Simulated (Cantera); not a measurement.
A closed system holds: 1 mol Na2CO3, 8.1 mol H2O, 1.1 mol CO2, held at 1252 °C.

Equilibrium computed with Cantera from the NASA thermochemical tables; the gas is ideal and each condensed phase is pure. Candidate condensed phases: C, C6H6, C7H8, C8H18, H2O, Na, NaOH, NaO2, Na2CO3, Na2O, Na2O2; 117 gas species. The numbers say what is thermodynamically allowed, not how fast it happens.

Q: Which condensed phases are stable at each of these points (P (Pa)): 10, 52, 270, 1400, 7200, 37000, 190000, 1000000?

A: 
```csv
P (Pa),condensed phases,Na condensed (%)
10,gas only,0.0
52,gas only,0.0
270,gas only,0.0
1400,gas only,0.0
7200,gas only,0.0
37000,Na2CO3(l),64.4
190000,Na2CO3(l),92.7
1000000,Na2CO3(l),98.6
```

From 10.0 Pa to 72.0 mbar nothing is condensed. From 0.370 bar to 10.0 bar the condensed part is Na2CO3(l).
